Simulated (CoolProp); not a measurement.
Values from CoolProp's reference Helmholtz-energy equation of state, de Vries 1995.

**Question.** For R124, give the phase and the cp (kJ/(kg K)), fugacity coefficient at 143.85 °C and 755 kPa; 143.85 °C and 7550 kPa; 143.85 °C and 9060 kPa.

**Answer.** 
- 143.85 °C and 755 kPa: gas; cp 0.918, fugacity coefficient 0.941
- 143.85 °C and 7550 kPa: supercritical; cp 1.62, fugacity coefficient 0.472
- 143.85 °C and 9060 kPa: supercritical; cp 1.47, fugacity coefficient 0.420
